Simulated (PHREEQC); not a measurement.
Consider water at 25 °C with 0.0016 mol HCl, 0.0011 mol Li2SO4 and 0.036 mol MgSO4 per kg of water. Closed to the air; pH follows from the charge balance.

Computed with PHREEQC (ion-association model, phreeqc.dat).

```json
[
 {"quantity": "pH", "before": "3.14", "after": "3.35"},
 {"quantity": "ionic strength (mol/kgw)", "before": "0.0838", "after": "0.0464"},
 {"quantity": "SO4-2 (mol/kgw)", "before": "0.0204", "after": "0.0114"},
 {"quantity": "Mg+2 (mol/kgw)", "before": "0.0201", "after": "0.0112"},
 {"quantity": "MgSO4 (mol/kgw)", "before": "0.0159", "after": "0.00685"}
]
```

Problem. What was changed between the two runs?
A. diluted 10-fold with water
B. HCl replaced by NaCl at the same molality
C. HCl replaced by MgCl2 at the same molality
D. diluted 2-fold with water
E. HCl from 0.0016 to 0.0024 mol/kgw

Solution. D, diluted 2-fold with water

No solid was allowed to form.
